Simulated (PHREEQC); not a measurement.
CaCl2 is added in steps, without added water, to 1 kg of water holding 12 mmol/kgw NiSO4, at 25 °C. O2 is buffered at 0.21 atm. No CO2 enters from the air. The run lets Gypsum, Portlandite, Ni(OH)2, Ni4(OH)6SO4, Morenosite precipitate or redissolve, and no other solid.

Base run: PHREEQC, ion-association model, wateq4f.dat. Each further column changes one thing. The table gives Ca+2 (mol/kgw).

```json
[
 {"CaCl2 added (mol)": "0", "base": "0", "metal-ligand complexes left out": "0", "Debye-Hückel limiting law": "0", "Davies equation for every ion": "0", "all activity coefficients set to 1": "0"},
 {"CaCl2 added (mol)": "0.00375", "base": "0.00274", "metal-ligand complexes left out": "0.00375", "Debye-Hückel limiting law": "0.00304", "Davies equation for every ion": "0.00277", "all activity coefficients set to 1": "0.00196"},
 {"CaCl2 added (mol)": "0.00825", "base": "0.00632", "metal-ligand complexes left out": "0.00825", "Debye-Hückel limiting law": "0.00700", "Davies equation for every ion": "0.00639", "all activity coefficients set to 1": "0.00477"},
 {"CaCl2 added (mol)": "0.012", "base": "0.00948", "metal-ligand complexes left out": "0.0120", "Debye-Hückel limiting law": "0.0105", "Davies equation for every ion": "0.00957", "all activity coefficients set to 1": "0.00743"},
 {"CaCl2 added (mol)": "0.01575", "base": "0.0127", "metal-ligand complexes left out": "0.0151", "Debye-Hückel limiting law": "0.0141", "Davies equation for every ion": "0.0129", "all activity coefficients set to 1": "0.0102"},
 {"CaCl2 added (mol)": "0.02025", "base": "0.0168", "metal-ligand complexes left out": "0.0182", "Debye-Hückel limiting law": "0.0184", "Davies equation for every ion": "0.0169", "all activity coefficients set to 1": "0.0133"},
 {"CaCl2 added (mol)": "0.024", "base": "0.0202", "metal-ligand complexes left out": "0.0210", "Debye-Hückel limiting law": "0.0221", "Davies equation for every ion": "0.0203", "all activity coefficients set to 1": "0.0162"}
]
```
